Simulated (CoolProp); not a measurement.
A Linde-Hampson liquefier for methane: isothermal reversible compression at 200 K from 1 atm to 30 MPa, throttling to 1 atm, return gas leaving the recuperator 2 K below the feed. Each further row changes one setting.

The numbers come from the reference Helmholtz-energy equation of state, Setzmann 1991 in CoolProp.

| case | liquid yield per pass | compression work (kJ/kg of gas) |
|---|---|---|
| as stated | [?] | 458 |
| high pressure 60 MPa | [?] | [?] |
| warm-end temperature 230 K | [?] | [?] |
| warm-end gap 7 K | [?] | 458 |

**Question.** Fill in the missing entries.

**Answer.** 
- as stated, liquid yield per pass: 0.506
- high pressure 60 MPa, liquid yield per pass: 0.459
- high pressure 60 MPa, compression work (kJ/kg of gas): 541
- warm-end temperature 230 K, liquid yield per pass: 0.408
- warm-end temperature 230 K, compression work (kJ/kg of gas): 577
- warm-end gap 7 K, liquid yield per pass: 0.499
